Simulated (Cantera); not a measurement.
## Ignition delay

Mixture: 6.30 % CH4, 0.372 % H2, 19.6 % O2, 73.7 % N2, equivalence ratio 0.65, at 670000 Pa, adiabatic and at constant pressure. Ignition delay is the time to a rise of 400 K.

Cantera simulation using GRI-Mech 3.0 (53 species, 325 reactions); the numbers are that mechanism's predictions, not measurements. Below about 1000 K GRI-Mech 3.0 lacks low-temperature oxidation paths. Below about 950 K walls govern HO2 and H2O2 in real vessels.

```tsv
T0 (K)	delay (ms)
925	173
1000	37.3
1075	12.2
1150	5.16
1225	2.37
1300	1.11
1375	0.534
1450	0.265
1525	0.137
1600	0.0746
```

```
Property                                                Result
--------------------------------------------------  ----------
apparent activation energy between 1450 and 1600 K  160 kJ/mol
```
